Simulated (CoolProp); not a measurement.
A simple Rankine cycle with c-C4F8 (RC318): condensing at 292.15 K, boiler at 0.827 MPa, turbine inlet 372.6 K, turbine efficiency 0.85, pump efficiency 0.8, no recuperator. Each further row changes one setting.

The numbers come from the reference Helmholtz-energy equation of state, Platzer 1990 in CoolProp. This equation is an older, rougher fit; its heat capacities, sound speeds and derivatives of the liquid may be far off and weren't checked against measurements.

| case | thermal efficiency (%) | net work (kJ/kg) | heat in (kJ/kg) | turbine exit temperature (K) | volume ratio over the turbine |
|---|---|---|---|---|---|
| as stated | 7.8 | 13.2 | 170 | 351.7 | 3.32 |
| turbine inlet 392.6 K | 7.5 | 14.2 | 189 | 371.9 | 3.27 |
| condensing temperature 284.15 K | 9.2 | 16.5 | 179 | 347.3 | 4.37 |
| boiler pressure 0.579 MPa | 5.5 | 9.56 | 173 | 358.7 | 2.27 |
| turbine efficiency 0.75 | 6.8 | 11.6 | 170 | 353.5 | 3.34 |
